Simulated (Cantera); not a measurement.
Input (Python, Cantera) and output of one run.

```python
import numpy as np
import cantera as ct

gas_names = """
    F F2 H HF H2 H2F2 H3F3 H4F4 H5F5 H6F6 H7F7 N NF NF2 NF3 NH NH2 NH3 N2 N2H2 N2H4 Pb PbF PbF2 PbF4 Pb2
""".split()
cond_names = """
    Pb(cr) Pb(L) PbF2(a) PbF2(b) PbF2(L)
""".split()


# ... load() reads the species with a 1 bar reference pressure and builds the phases ...
atoms = {
    'PbF2': {'Pb': 1, 'F': 2},
    'HF': {'H': 1, 'F': 1},
    'N2': {'N': 2},
}
top_T = {}  # K; cautious upper limits of use, not melting points


# ... equilibrate(T, P, feed) seeds the gas with the atoms and calls Mixture.equilibrate('TP', solver="vcs", rtol=1e-11, max_steps=5000) ...
results = []
feed = {'PbF2': 1, 'HF': 0.2, 'N2': 360}  # mol
T = 2125  # K
P = 0.36  # Pa
mix = equilibrate(T, P, feed)
results.append((T, P, feed, dict(zip(mix.species_names, mix.species_moles))))
x = sorted(zip(gas.X, gas.species_names), reverse=True)
print(f"T = {T:g} K  P = {P:g} Pa  gas = {mix.phase_moles(0):.4g} mol")
print("   x: " + "  ".join(f"{s} {v:.3e}" for v, s in x if v > 1e-06))
print("   condensed (mol): " + ("  ".join(f"{mix.phase(i).name} {mix.phase_moles(i):.4g}"
      for i in range(1, mix.n_phases) if mix.phase_moles(i) > 1e-12) or "none"))
```

Output:

```
T = 2125 K  P = 0.36 Pa  gas = 363.3 mol
   x: N2 9.910e-01  F 5.670e-03  Pb 2.752e-03  HF 3.855e-04  H 1.651e-04  N 2.588e-06
   condensed (mol): none
```

Method: chemical equilibrium by Gibbs-energy minimisation in Cantera with the NASA 1993 tables (ideal gas, pure condensed phases).
